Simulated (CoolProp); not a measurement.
Vapour-liquid equilibrium of carbon dioxide (1) + ethane (2) at 706 kPa; x and y are mole fractions of (1).

Values from CoolProp's multi-fluid Helmholtz-energy mixture model, Span 1996 and Bücker 2006; pair parameters Kunz 2012.

Task: Give the bubble temperature and the first vapour's composition at x = 0.2, 0.35, 0.5. Is there an azeotrope?

Result: x = 0.2: 221.2 K, y = 0.375; x = 0.35: 218.5 K, y = 0.500; x = 0.5: 217.5 K, y = 0.571. y crosses x between x = 0.5 and 0.65: the model has an azeotrope there.

Pair parameters are fitted to limited data, so mixtures are less certain than the pure fluids.
